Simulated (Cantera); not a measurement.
Charge: 1 mol FeS₂, 0.5 mol SO₂, 2.4 mol O₂, at 6530 Torr.

Method: chemical equilibrium by Gibbs-energy minimisation in Cantera with the NASA 1993 tables (ideal gas, pure condensed phases). Candidate condensed phases: Fe, FeO, FeS, FeSO₄, FeS₂, Fe₂O₃, Fe₂(SO₄)₃, Fe₃O₄, S; 12 gas species. Mutual solubility and eutectic melting of coexisting phases are not modelled. The tables' stoichiometric FeO is somewhat more stable than real wüstite, so its field is too wide. FeO, FeS: taken at fixed stoichiometry. Gases not in the tables: S₃ to S₇. Kinetics and transport are ignored.

x: gas mole fraction; n: condensed amount in mol.

| T (K) | x SO₂ | x S₂ | x S₂O | x SO | x SO₃ | x S | n FeS₂(s) | n Fe₃O₄(s) | n FeS(s) | n FeO(s) |
|---|---|---|---|---|---|---|---|---|---|---|
| 948 | 0.986 | 0.0107 | 0.00340 | 5.50e-6 | 1.59e-7 | 5.85e-11 | 0.0769 | 0.308 | 0 | 0 |
| 998 | 0.980 | 0.0155 | 0.00436 | 1.30e-5 | 2.43e-7 | 2.77e-10 | 0 | 0.298 | 0.107 | 0 |
| 1048 | 0.976 | 0.0194 | 0.00503 | 2.76e-5 | 3.69e-7 | 1.07e-9 | 0 | 0.302 | 0.0947 | 0 |
| 1098 | 0.970 | 0.0238 | 0.00573 | 5.48e-5 | 5.38e-7 | 3.68e-9 | 0 | 0.306 | 0.0808 | 0 |
| 1148 | 0.965 | 0.0286 | 0.00644 | 0.000102 | 7.59e-7 | 1.13e-8 | 0 | 0.311 | 0.0656 | 0 |
| 1198 | 0.959 | ? | ? | ? | ? | ? | 0 | 0.317 | ? | 0 |
| 1248 | 0.952 | 0.0395 | 0.00790 | 0.000305 | 1.39e-6 | 8.19e-8 | 0 | 0.323 | 0.0313 | 0 |
| 1298 | 0.945 | 0.0455 | 0.00862 | 0.000494 | 1.81e-6 | 1.96e-7 | 0 | 0.329 | 0.0126 | 0 |
| 1348 | 0.941 | 0.0495 | 0.00904 | ? | ? | ? | 0 | 0.333 | 0 | 0 |
| 1398 | 0.940 | 0.0495 | 0.00893 | 0.00113 | 3.09e-6 | 8.62e-7 | 0 | 0.333 | 0 | 0 |
| 1448 | 0.940 | 0.0494 | 0.00882 | 0.00161 | 3.97e-6 | 1.64e-6 | 0 | 0.333 | 0 | 0 |
| 1498 | 0.940 | 0.0493 | 0.00871 | 0.00226 | 5.02e-6 | 2.99e-6 | 0 | 0.333 | 0 | 0 |
| 1548 | 0.939 | 0.0492 | 0.00860 | 0.00309 | 6.27e-6 | 5.25e-6 | 0 | 0.333 | 0 | 0 |
| 1598 | 0.958 | 0.0319 | 0.00622 | 0.00376 | 8.85e-6 | 7.17e-6 | 0 | 0.161 | 0 | 0.516 |

Q: Complete the blanks.

A: 
- 1348, x SO: 0.000764
- 1348, x SO₃: 2.36e-6
- 1348, x S: 4.32e-7
- 1198, x S₂: 0.0339
- 1198, x S₂O: 0.00717
- 1198, x SO: 0.000181
- 1198, x SO₃: 1.04e-6
- 1198, x S: 3.17e-8
- 1198, n FeS(s): 0.0490
